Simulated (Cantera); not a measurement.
A closed system holds: 1 mol N2O, 0.051 mol H2, held at 1700 °C and 19.0 bar.

Method: chemical equilibrium by Gibbs-energy minimisation in Cantera with the NASA 1993 tables (ideal gas, pure condensed phases). Candidate condensed phases: H2O; 24 gas species. Kinetics and transport are ignored.

Base state: N2 0.651, O2 0.307, H2O 0.0331, NO 0.00781, OH 0.000543, NO2 7.47e-5, O 6.90e-5 (mole fractions); condensed: gas only.

Question: What changes in the equilibrium state with this change: 1.2 mol Cl2 added?

Answer: 
```
species    before    after
-------  --------  -------
Cl2             0    0.352
N2          0.651    0.345
O2          0.307    0.170
Cl              0   0.0905
HCl             0   0.0352
H2O        0.0331  6.21e-5
ClO             0  0.00251
HOCl            0  2.73e-5
OH       0.000543  2.03e-5
NO2       7.47e-5  3.01e-5
```
Further candidate phases: NH4Cl.
